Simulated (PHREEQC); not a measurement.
PHREEQC input (ion-association model, wateq4f.dat):

```
SOLUTION_MASTER_SPECIES
  An  An-  0  An  62.0  # stands for a non-complexing anion
SOLUTION_SPECIES
  An- = An-
    -log_k 0
    -gamma 3.0 0
PHASES
  Fix_H+
    H+ = H+
    -log_k 0
SOLUTION 1
  temp 25
  units mmol/kgw
  pH 7 charge
  Se(6) 0.029
  Na 50.0602
  Se(4) 0.0011
  An 50
END
SELECTED_OUTPUT 1
  -reset false
  -pH true
  -pe true
  -ionic_strength true
  -water true
  -totals Na Se Se(-2) Se(4) Se(6)
  -molalities Hfo_wOH Hfo_wOH2+ Hfo_wO- Hfo_sOH Hfo_sOH2+ Hfo_sO- Hfo_wSeO3- Hfo_wOHSeO3-2 Hfo_wSeO4- Hfo_wOHSeO4-2
USER_PUNCH 1
  -headings sigma psi
  10 PUNCH EDL("sigma", "Hfo"), EDL("psi", "Hfo")
PRINT
  -reset false
USE solution 1
SURFACE 1
  Hfo_wOH 0.000629213 600 0.28
  Hfo_sOH 1.57303e-05
EQUILIBRIUM_PHASES 1
  Fix_H+ -3 HAn 10
    -force_equality true
END
# ... the last block is repeated for the other 12 points of pH, with NaOH or the acid as the point needs
```

Selected output (columns that matter, 13 of 13 rows; pH added in front):

```
pH	mu	Na	Se	m_Hfo_wOH	m_Hfo_wOH2+	m_Hfo_wO-	m_Hfo_sOH	m_Hfo_sOH2+	m_Hfo_sO-	m_Hfo_wSeO3-	m_Hfo_wOHSeO3-2	m_Hfo_wSeO4-	sigma	psi
3	0.051516	0.05006	1.194e-07	1.7765e-05	0.00058146	1.2433e-08	4.6633e-07	1.5264e-05	3.2639e-10	1.0692e-06	1.9202e-08	2.7005e-05	0.32441	0.16416
3.67	0.050567	0.05006	1.3889e-07	6.4163e-05	0.00053491	1.7631e-07	1.6843e-06	1.4041e-05	4.6282e-09	1.025e-06	7.2271e-08	2.265e-05	0.29438	0.15966
4.33	0.05032	0.05006	2.7916e-07	0.00015597	0.00044216	1.2604e-06	4.0932e-06	1.1604e-05	3.3077e-08	9.0988e-07	1.8867e-07	1.5898e-05	0.23528	0.14833
5	0.050216	0.05006	9.6555e-07	0.00026581	0.00032935	4.9146e-06	6.9679e-06	8.6336e-06	1.2883e-07	7.451e-07	3.535e-07	9.8519e-06	0.16385	0.12996
5.67	0.050157	0.05006	4.5038e-06	0.00035838	0.00023258	1.2651e-05	9.3395e-06	6.0611e-06	3.2968e-07	5.7615e-07	5.2187e-07	5.4153e-06	0.10365	0.10694
6.33	0.050131	0.05006	1.5531e-05	0.00042919	0.0001589	2.6558e-05	1.0984e-05	4.0665e-06	6.7968e-07	4.2384e-07	6.7298e-07	1.8771e-06	0.062541	0.082318
7	0.050116	0.05006	2.6287e-05	0.00046965	0.00010968	4.6069e-05	1.1813e-05	2.7588e-06	1.1588e-06	3.1089e-07	7.8253e-07	2.5194e-07	0.0334	0.05452
7.67	0.050099	0.05006	2.8782e-05	0.00048071	8.4658e-05	6.2531e-05	1.2043e-05	2.1209e-06	1.5665e-06	2.4857e-07	8.297e-07	1.7107e-08	0.011667	0.022137
8.33	0.050095	0.050071	2.9093e-05	0.00048205	6.8913e-05	7.7246e-05	1.207e-05	1.7256e-06	1.9342e-06	1.937e-07	7.9647e-07	1.0193e-09	-0.0059513	-0.011548
9	0.050124	0.050117	2.9555e-05	0.0004777	5.3805e-05	9.716e-05	1.1953e-05	1.3463e-06	2.4311e-06	8.7358e-08	4.5592e-07	5.8626e-11	-0.0261	-0.045057
9.67	0.050195	0.050213	3.0009e-05	0.00046127	3.735e-05	0.0001305	1.1533e-05	9.3388e-07	3.263e-06	1.1006e-08	7.9904e-08	3.598e-12	-0.05494	-0.076213
10.33	0.050438	0.050493	3.009e-05	0.0004206	2.1681e-05	0.00018692	1.0515e-05	5.4204e-07	4.6731e-06	8.3725e-10	9.5477e-09	2.4633e-13	-0.097292	-0.10365
11	0.051462	0.05157	3.0099e-05	0.00034097	9.5574e-06	0.00027868	8.5244e-06	2.3894e-07	6.9669e-06	5.7579e-11	1.2075e-09	1.6693e-14	-0.15844	-0.12764
```

Species that the database lacks are ignored. The database's selenite sorption wasn't checked against measurements; a fall in acid may be a fault of its surface constants. The oxide is taken as insoluble; below pH 4 it would dissolve.
